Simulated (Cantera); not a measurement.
Standard-state values (1 bar) from the NASA 1993 polynomials, evaluated with Cantera. Values are per mole of reaction as written; species without (g) are pure solids or liquids, kept so even where they would boil at 1 bar.

Cr2O3 + 3 N2O(g) ⇌ 2 CrO3(g) + 3 N2(g), with ΔH° = 304.5 kJ and ΔS° = 367.2 J/K at 300 K.

### Question
How far is the shortcut ΔG° ≈ ΔH°(300 K) − T·ΔS°(300 K) from the full temperature-dependent value at 2698, 2723, 2748, 2773, 2798, 2823, 2848, 2873, 2898 K?

### Answer
```tsv
T (K)	shortcut (kJ)	full (kJ)	difference (kJ)	difference in log10 K	condensed phases
2698	-686.1	-561.1	-125.0	2.42	Cr2O3(l)
2723	-695.3	-567.0	-128.3	2.46	Cr2O3(l)
2748	-704.5	-572.8	-131.7	2.50	Cr2O3(l)
2773	-713.7	-578.6	-135.0	2.54	Cr2O3(l)
2798	-722.8	-584.4	-138.4	2.58	Cr2O3(l)
2823	-732.0	-590.2	-141.8	2.62	Cr2O3(l)
2848	-741.2	-596.0	-145.2	2.66	Cr2O3(l)
2873	-750.4	-601.7	-148.7	2.70	Cr2O3(l)
2898	-759.6	-607.5	-152.1	2.74	Cr2O3(l)
```
The shortcut ignores heat capacities and the phase changes listed.
